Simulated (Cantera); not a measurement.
An adiabatic, constant-pressure homogeneous reactor starts with CH3OH : O2 : N2 = 1 : 2.59 : 25.1 (molar parts), equivalence ratio 0.58, at 1475 K and 1.01 bar.

Detailed kinetics in Cantera: GRI-Mech 3.0 (53 species, 325 reactions). GRI-Mech 3.0 was tuned for natural gas; its chemistry of methanol as a main component is partial and can be far from experiment.

One state of this run: T (K) = 1517; x CH3OH = 0.0207; x O2 = 0.0822; x OH = 3.45e-5; x O = 2.25e-6; x CH3 = 1.74e-6; x CH2O = 0.00841; x HCO = 8.49e-6. x: mole fraction; the columns are a selection and need not sum to one.

Question: Which value of t (s) does it belong to?
(A) 0.0862
(B) 0.000375
(C) 3.23
(D) 0.0348

Answer: B, 0.000375
